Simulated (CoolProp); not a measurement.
A closed Brayton cycle with dry air: compressor inlet 318.15 K and 0.56 MPa, high pressure 1.92 MPa, turbine inlet 675 K, compressor efficiency 0.8, turbine efficiency 0.93, recuperator effectiveness 0 (on enthalpy, no pinch check). Each further row changes one setting.

Computed with CoolProp (reference Helmholtz-energy equation of state, Lemmon 2000). It is a pseudo-pure fit of the blend.

```
case                           thermal efficiency (%)  net work (kJ/kg)  compressor to turbine work  compressor exit (K)  turbine exit (K)
-----------------------------  ----------------------  ----------------  --------------------------  -------------------  ----------------
as stated                                           ?              20.4                        0.89                484.6             494.8
turbine inlet 625 K                                 ?              6.08                        0.97                484.6                 ?
compressor inlet 328.15 K                         8.1              15.1                        0.92                499.5             494.8
high pressure 1.63 MPa                           11.0                 ?                        0.85                459.2             515.7
recuperator effectiveness 0.5                    10.4              20.4                        0.89                484.6             494.8
```

Problem. Some entries are withheld; supply them.

Solution. 
- as stated, thermal efficiency (%): 10.2
- turbine inlet 625 K, thermal efficiency (%): 4.1
- turbine inlet 625 K, turbine exit (K): 456.8
- high pressure 1.63 MPa, net work (kJ/kg): 24.8
